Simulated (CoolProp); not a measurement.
Saturation properties of dodecamethylcyclohexasiloxane (D6) (Tc = 645.8 K, pc = 0.9614 MPa, ω = 0.736).

Model: reference Helmholtz-energy equation of state, Colonna 2008, in CoolProp. It is a short technical equation, of lower accuracy than the large ones.

```json
[
 {"T (K)": "451.7", "p (MPa)": "0.01747", "liquid density (kg/m³)": "793.2", "enthalpy of vaporisation (kJ/kg)": "117.4", "liquid cp (kJ/(kg K))": "1.884", "vapour Z": "0.9760", "surface tension (mN/m)": "7.51"},
 {"T (K)": "463.2", "p (MPa)": "0.02483", "liquid density (kg/m³)": "778.9", "enthalpy of vaporisation (kJ/kg)": "114.4", "liquid cp (kJ/(kg K))": "1.908", "vapour Z": "0.9682", "surface tension (mN/m)": "6.82"},
 {"T (K)": "474.7", "p (MPa)": "0.03452", "liquid density (kg/m³)": "764.3", "enthalpy of vaporisation (kJ/kg)": "111.4", "liquid cp (kJ/(kg K))": "1.932", "vapour Z": "0.9586", "surface tension (mN/m)": "6.14"},
 {"T (K)": "486.3", "p (MPa)": "0.04716", "liquid density (kg/m³)": "749.1", "enthalpy of vaporisation (kJ/kg)": "108.2", "liquid cp (kJ/(kg K))": "1.957", "vapour Z": "0.9471", "surface tension (mN/m)": "5.49"},
 {"T (K)": "497.8", "p (MPa)": "0.06307", "liquid density (kg/m³)": "733.6", "enthalpy of vaporisation (kJ/kg)": "105.0", "liquid cp (kJ/(kg K))": "1.982", "vapour Z": "0.9335", "surface tension (mN/m)": "4.88"},
 {"T (K)": "509.3", "p (MPa)": "0.08297", "liquid density (kg/m³)": "717.6", "enthalpy of vaporisation (kJ/kg)": "101.7", "liquid cp (kJ/(kg K))": "2.007", "vapour Z": "0.9175", "surface tension (mN/m)": "4.29"},
 {"T (K)": "520.8", "p (MPa)": "0.1075", "liquid density (kg/m³)": "701.0", "enthalpy of vaporisation (kJ/kg)": "98.22", "liquid cp (kJ/(kg K))": "2.034", "vapour Z": "0.8990", "surface tension (mN/m)": "3.72"},
 {"T (K)": "532.4", "p (MPa)": "0.1378", "liquid density (kg/m³)": "683.4", "enthalpy of vaporisation (kJ/kg)": "94.51", "liquid cp (kJ/(kg K))": "2.062", "vapour Z": "0.8775", "surface tension (mN/m)": "3.19"}
]
```

It boils at 518.1 K under 1 atm.

Surface tension comes from a separate correlation (Mulero 2014).
